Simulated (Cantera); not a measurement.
Cantera run, input and output.

```python
import numpy as np
import cantera as ct

gas = ct.Solution("h2o2.yaml")
gas.TPX = 1350, 1333, {'H2': 0.016, 'O2': 1, 'N2': 1.4}
reactor = ct.IdealGasConstPressureReactor(gas, energy="off", clone=False)
net = ct.ReactorNet([reactor])
net.rtol, net.atol = 1e-08, 1e-18
show = ['H2', 'O2', 'H2O2', 'OH', 'O', 'H']
times = np.geomspace(0.0005, 8, 9)

steps = ct.SolutionArray(gas, extra=["t"])
rows = []
print(f"{'t/s':>10s}{'T/K':>9s}{'P/Pa':>11s}" + "".join(f"{s:>11s}" for s in show))
for t in times:
    while net.time < t:
        t_next = net.step()
        steps.append(gas.state, t=t_next)
    rows.append([np.interp(t, steps.t, y) for y in (steps.T, steps.P, *steps(*show).X.T)])
    print(f"{t:10.3e}{rows[-1][0]:9.1f}{rows[-1][1]:11.4g}" + "".join(f"{x:11.3e}" for x in rows[-1][2:]))
rate = np.gradient(steps.T, steps.t)
print("integrator steps:", len(steps.t))
if steps.T.max() > steps.T[0] + 200:
    print(f"time of steepest temperature rise: {steps.t[rate.argmax()]:.4e} s")
gas.TPX = 1350, 1333, {'H2': 0.016, 'O2': 1, 'N2': 1.4}
gas.equilibrate("TP")
print(f"equilibrium (TP): T = {gas.T:.1f} K  " + "  ".join(f"{s} {gas[s].X[0]:.3e}" for s in show))
```

Output:

```
       t/s      T/K       P/Pa         H2         O2       H2O2         OH          O          H
 5.000e-04   1350.0       1333  6.622e-03  4.139e-01  6.239e-12  1.759e-08  1.999e-08  4.572e-09
 1.677e-03   1350.0       1333  6.622e-03  4.139e-01  5.833e-11  2.314e-07  2.856e-07  4.296e-08
 5.623e-03   1350.0       1333  6.149e-03  4.135e-01  1.308e-09  2.273e-04  2.944e-04  4.297e-05
 1.886e-02   1350.0       1333  4.052e-05  4.078e-01  7.539e-09  7.653e-04  5.554e-03  3.103e-04
 6.325e-02   1350.0       1333  3.719e-05  4.081e-01  7.362e-09  7.349e-04  5.110e-03  2.739e-04
 2.121e-01   1350.0       1333  2.907e-05  4.089e-01  6.847e-09  6.504e-04  3.940e-03  1.865e-04
 7.113e-01   1350.0       1333  1.481e-05  4.104e-01  5.343e-09  4.651e-04  1.961e-03  6.615e-05
 2.385e+00   1350.0       1333  3.787e-06  4.115e-01  2.678e-09  2.357e-04  4.910e-04  8.371e-06
 8.000e+00   1350.0       1333  5.833e-07  4.119e-01  7.392e-10  9.267e-05  7.492e-05  5.018e-07
integrator steps: 1101
equilibrium (TP): T = 1350.0 K  H2 1.840e-08  O2 4.120e-01  H2O2 3.901e-11  OH 1.650e-05  O 2.361e-06  H 2.819e-09
```

Cantera simulation using the H2/O2 subset of GRI-Mech 3.0, which has no nitrogen chemistry; the numbers are that mechanism's predictions, not measurements. Radical loss at walls, strong at low pressure, is not modelled.
